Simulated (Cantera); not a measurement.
Charge: 1 mol SiCl4, 0.18 mol C2H2, 1900 mol H2, held at 0.100 bar.

Equilibrium computed with Cantera from the NASA thermochemical tables; the gas is ideal and each condensed phase is pure. Candidate condensed phases: C, C6H6, C7H8, C8H18, Si, SiC; 109 gas species. Mutual solubility and eutectic melting of coexisting phases are not modelled. Gases not in the tables: Si2H6 and higher silanes. The numbers say what is thermodynamically allowed, not how fast it happens.

Question: What share of the Si ends up in condensed phases as a function of T (°C), at 1150, 1250, 1350, 1450, 1550, 1650, 1750, 1850, 1950?

Answer: 
```json
[
 {"T (°C)": "1150", "Si condensed (%)": "97.3", "as": "Si(s) + SiC(s)"},
 {"T (°C)": "1250", "Si condensed (%)": "96.8", "as": "Si(s) + SiC(s)"},
 {"T (°C)": "1350", "Si condensed (%)": "95.3", "as": "Si(s) + SiC(s)"},
 {"T (°C)": "1450", "Si condensed (%)": "91.0", "as": "Si(l) + SiC(s)"},
 {"T (°C)": "1550", "Si condensed (%)": "78.8", "as": "Si(l) + SiC(s)"},
 {"T (°C)": "1650", "Si condensed (%)": "41.5", "as": "Si(l) + SiC(s)"},
 {"T (°C)": "1750", "Si condensed (%)": "27.2", "as": "SiC(s)"},
 {"T (°C)": "1850", "Si condensed (%)": "0.0", "as": "-"},
 {"T (°C)": "1950", "Si condensed (%)": "0.0", "as": "-"}
]
```
